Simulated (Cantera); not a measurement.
Input: 1 mol Ti, 1.3 mol CH4, 4.1 mol O2, equilibrated at 1600 K and 0.135 Torr.

These are equilibrium values from Cantera (NASA tables, ideal gas, pure condensed phases), not measurements of a reactor. Candidate condensed phases: C, C6H6, C7H8, C8H18, H2O, Ti, TiC, TiO, TiO2, Ti2O3, Ti3O5, Ti4O7; 113 gas species. Rates play no part.

Base state: H2O 0.587, CO2 0.294, O2 0.114, OH 0.00317, CO 0.00129, H2 0.000862, O 0.000364, H 0.000119 (mole fractions); condensed: TiO2(rutile).

Q: What changes in the equilibrium state with this change: CH4 from 1.3 to 2.4 mol?

A: 
```
species              before     after
-----------------  --------  --------
H2O                   0.587     0.411
H2                 0.000862     0.254
CO                  0.00129     0.217
CO2                   0.294     0.116
O2                    0.114   6.38e-7
O                  0.000364   8.63e-7
OH                  0.00317  0.000129
H                  0.000119   0.00204
TiO2(rutile), mol     1.000     1.000
```
